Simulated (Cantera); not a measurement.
## Aluminium nitride and oxide growth: Al(CH3)3 + N2O + H2

Input: 1 mol Al(CH3)3, 14 mol N2O, 110 mol H2, equilibrated at 10.0 Torr.

Equilibrium computed with Cantera from the NASA thermochemical tables; the gas is ideal and each condensed phase is pure. Candidate condensed phases: Al, AlN, Al2O3, C, C6H6, C7H8, C8H18, H2O; 148 gas species. The feed counts by its element totals alone. The tables' values for AlOH are old estimates; treat these amounts as uncertain. The numbers say what is thermodynamically allowed, not how fast it happens.

```
T (K)  log p H2  log p N2  log p H2O  log p H  log p CO  log p CO2  log p OH  n Al2O3(s)
-----  --------  --------  ---------  -------  --------  ---------  --------  ----------
1000      -1.97     -2.85      -3.03    -9.63     -3.57      -4.47    -13.35       0.500
1200      -1.97     -2.85      -3.02    -7.69     -3.54      -4.73    -10.84       0.500
1400      -1.97     -2.85      -3.02    -6.30     -3.53      -4.92     -9.05       0.500
1600      -1.97     -2.85      -3.02    -5.25     -3.53      -5.06     -7.71       0.500
1800      -1.97     -2.85      -3.02    -4.43     -3.53      -5.16     -6.66       0.500
2000      -1.98     -2.85      -3.02    -3.78     -3.53      -5.23     -5.82       0.500
2200      -1.99     -2.86      -3.03    -3.25     -3.53      -5.29     -5.14       0.497
```
log p: log10 of the partial pressure in bar; n: condensed amount in mol.

From 1000 K to 2200 K the condensed part is Al2O3(s).
